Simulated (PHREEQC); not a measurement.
# Buffer

Consider water at 25 °C with 0.0025 mol HF and 0.0001 mol KOH per kg of water. Closed to the air; pH follows from the charge balance.

Model: ion-association model, wateq4f.dat, run in PHREEQC.

Each row changes one thing in this solution. This is a speciation only: nothing precipitates in the calculation.

| case | pH | ionic strength (mol/kgw) |
|---|---|---|
| as made | 3.03 | 0.00106 |
| HF left out | 9.99 | 0.000100 |
| temperature from 25 to 70 °C | 3.19 | 0.000770 |
| KOH left out | 3.00 | 0.00103 |
| HF replaced by HBF4 at the same molality | 2.64 | 0.00251 |
| HF from 0.0025 to 0.025 mol/kgw | 2.44 | 0.00398 |
| diluted 2-fold with water | 3.22 | 0.000666 |

Species that the database lacks are ignored. Constants without temperature data keep their 25 °C values here. Real BF4- forms and hydrolyses slowly; the run takes it at equilibrium.
